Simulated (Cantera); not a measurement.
Input: 1 mol Si2Cl6, 0.2 mol Cl2, 190 mol N2, equilibrated at 1.00 bar.

Equilibrium computed with Cantera from the NASA thermochemical tables; the gas is ideal and each condensed phase is pure. Candidate condensed phases: Si, Si3N4; 13 gas species. The feed counts by its element totals alone. N2 is the only nitrogen source here; it is nearly inert below about 1500 K, so the nitride shown seldom forms there in practice. Kinetics and transport are ignored.

Question: Which condensed phases are stable at each of these points (T (K)): 1075, 1125, 1175, 1225, 1275, 1325, 1375, 1425, 1475, 1525, 1575?

Answer: 
```tsv
T (K)	condensed phases	Si condensed (%)
1075	Si3N4(s)	20.0
1125	Si3N4(s)	19.9
1175	Si3N4(s)	19.9
1225	Si3N4(s)	19.7
1275	Si3N4(s)	19.4
1325	Si3N4(s)	18.9
1375	Si3N4(s)	17.9
1425	Si3N4(s)	16.0
1475	Si3N4(s)	12.9
1525	Si3N4(s)	7.7
1575	gas only	0.0
```

From 1075 K to 1525 K the condensed part is Si3N4(s). At 1575 K nothing is condensed.
